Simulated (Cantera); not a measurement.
Catalytic stagnation flow on Pt

A jet of H2 : O2 : N2 = 0.032 : 0.17 : 0.79 (molar parts), equivalence ratio 0.094 at 300 K and 0.440 bar hits a platinum plate 2.9 cm away at a mass flux of 0.03 kg/m²/s; the plate temperature is set and raised in steps from an oxygen-covered start.

Detailed kinetics in Cantera: Deutschmann's 1995 Pt surface mechanism with GRI-Mech 3.0 gas chemistry. Catalytic surfaces can have several steady states; this one follows from the mechanism file's or the stated starting coverage.

```tsv
plate T (K)	wall x H2	wall x O2	wall x H2O	wall x OH	θ free Pt	θ O*	θ OH*
600	0.00172	0.139	0.0587	<1e-8	0.0203	0.970	0.00976
650	0.00170	0.139	0.0583	<1e-8	0.0214	0.972	0.00657
700	0.00161	0.139	0.0581	<1e-8	0.0238	0.971	0.00478
750	0.00129	0.139	0.0584	<1e-8	0.0313	0.965	0.00397
800	0.000855	0.139	0.0590	<1e-8	0.0493	0.947	0.00373
850	0.000559	0.139	0.0593	1.05e-8	0.0795	0.917	0.00363
900	0.000386	0.138	0.0594	3.17e-8	0.120	0.876	0.00348
```
x: mole fraction at the wall; θ: surface coverage.
